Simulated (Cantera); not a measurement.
A Cantera script and its output.

```python
import numpy as np
import cantera as ct

gas = ct.Solution("gri30.yaml")
gas.TPX = 1548, 120, {'C2H6': 1, 'N2': 5.3}
reactor = ct.IdealGasConstPressureReactor(gas, energy="off", clone=False)
net = ct.ReactorNet([reactor])
net.rtol, net.atol = 1e-08, 1e-18
show = ['C2H6', 'CH4', 'H', 'HCN', 'CH2']
times = np.geomspace(6e-05, 200, 11)

steps = ct.SolutionArray(gas, extra=["t"])
rows = []
print(f"{'t/s':>10s}{'T/K':>9s}{'P/Pa':>11s}" + "".join(f"{s:>11s}" for s in show))
for t in times:
    while net.time < t:
        t_next = net.step()
        steps.append(gas.state, t=t_next)
    rows.append([np.interp(t, steps.t, y) for y in (steps.T, steps.P, *steps(*show).X.T)])
    print(f"{t:10.3e}{rows[-1][0]:9.1f}{rows[-1][1]:11.4g}" + "".join(f"{x:11.3e}" for x in rows[-1][2:]))
rate = np.gradient(steps.T, steps.t)
print("integrator steps:", len(steps.t))
if steps.T.max() > steps.T[0] + 200:
    print(f"time of steepest temperature rise: {steps.t[rate.argmax()]:.4e} s")
gas.TPX = 1548, 120, {'C2H6': 1, 'N2': 5.3}
gas.equilibrate("TP")
print(f"equilibrium (TP): T = {gas.T:.1f} K  " + "  ".join(f"{s} {gas[s].X[0]:.3e}" for s in show))
```

Output:

```
       t/s      T/K       P/Pa       C2H6        CH4          H        HCN        CH2
 6.000e-05   1548.0        120  1.585e-01  1.225e-06  1.095e-07  7.473e-17  7.002e-10
 2.694e-04   1548.0        120  1.577e-01  2.444e-05  2.281e-06  1.573e-14  6.317e-08
 1.210e-03   1548.0        120  1.535e-01  4.645e-04  6.066e-05  3.044e-10  3.140e-06
 5.433e-03   1548.0        120  1.161e-01  7.572e-03  4.526e-04  1.232e-07  2.437e-05
 2.440e-02   1548.0        120  7.585e-03  5.292e-02  1.309e-03  1.035e-06  3.219e-05
 1.095e-01   1548.0        120  5.191e-05  5.355e-02  3.603e-04  1.532e-06  2.863e-06
 4.919e-01   1548.0        120  8.751e-06  4.935e-02  1.469e-04  1.558e-06  4.912e-07
 2.209e+00   1548.0        120  4.113e-06  4.414e-02  1.121e-04  1.580e-06  2.461e-07
 9.919e+00   1548.0        120  2.223e-06  3.119e-02  1.281e-04  1.677e-06  1.986e-07
 4.454e+01   1548.0        120  4.128e-07  1.085e-02  1.931e-04  2.124e-06  1.316e-07
 2.000e+02   1548.0        120  9.753e-09  1.097e-03  3.928e-04  4.284e-06  5.202e-08
integrator steps: 1564
equilibrium (TP): T = 1548.0 K  C2H6 6.145e-12  CH4 1.905e-05  H 4.391e-04  HCN 1.034e-01  CH2 1.130e-09
```

Computed with Cantera and GRI-Mech 3.0 (53 species, 325 reactions). GRI-Mech 3.0 stops at C3 and has no aromatics, soot or wall deposition, so with more carbon than oxygen in the feed, carbon stays in small species such as C2H2 where larger ones or solid carbon would form. Radical loss at walls, strong at low pressure, is not modelled.
